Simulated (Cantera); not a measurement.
Charge: 1 mol FeCl₂, 0.042 mol O₂, 75 mol H₂, at 0.100 bar.

Method: chemical equilibrium by Gibbs-energy minimisation in Cantera with the NASA 1993 tables (ideal gas, pure condensed phases). Candidate condensed phases: Fe, FeCl₂, FeCl₃, FeO, Fe(OH)₂, Fe(OH)₃, Fe₂O₃, Fe₃O₄, H₂O; 22 gas species. The numbers say what is thermodynamically allowed, not how fast it happens. All values below are at 2223 K.

Base state: H₂ 0.941, HCl 0.0247, H 0.0197, Fe 0.0125, H₂O 0.00108, Cl 0.000374, FeCl₂ 0.000320, FeCl 2.35e-5 (mole fractions); condensed: gas only.

Question: What changes in the equilibrium state with this change: pressure from 0.100 bar to 10.0 mbar?

Answer: 
```
species    before    after
-------  --------  -------
H₂          0.941    0.900
H          0.0197   0.0608
HCl        0.0247   0.0239
Cl       0.000374  0.00117
Fe         0.0125   0.0125
FeCl₂    0.000320  3.15e-5
FeCl      2.35e-5  7.38e-6
OH        3.25e-6  1.02e-5
H₂O       0.00108  0.00105
```
